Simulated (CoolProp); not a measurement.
50 sccm (0 °C, 1 atm) of nitrogen bubbles through liquid octamethylcyclotetrasiloxane (D4) at 319.7 K and leaves saturated at a total pressure of 0.0079 MPa (ideal gas phase). Each further row changes one setting.

Values from CoolProp's reference Helmholtz-energy equation of state, Thol 2015.

| case | vapour pressure (kPa) | mole fraction of vapour | delivery (mg/min) | delivery (sccm) | change of delivery for a bath 1 K warmer (%) |
|---|---|---|---|---|---|
| as stated | 0.582 | 0.0737 | 52.6 | 3.98 | … |
| bath temperature 324.7 K | … | 0.0999 | 73.4 | 5.55 | 6.8 |
| total pressure 0.0158 MPa | 0.582 | … | 25.3 | 1.91 | 6.6 |

Q: Fill in the missing entries.

A: 
- as stated, change of delivery for a bath 1 K warmer (%): 6.9
- bath temperature 324.7 K, vapour pressure (kPa): 0.789
- total pressure 0.0158 MPa, mole fraction of vapour: 0.0369
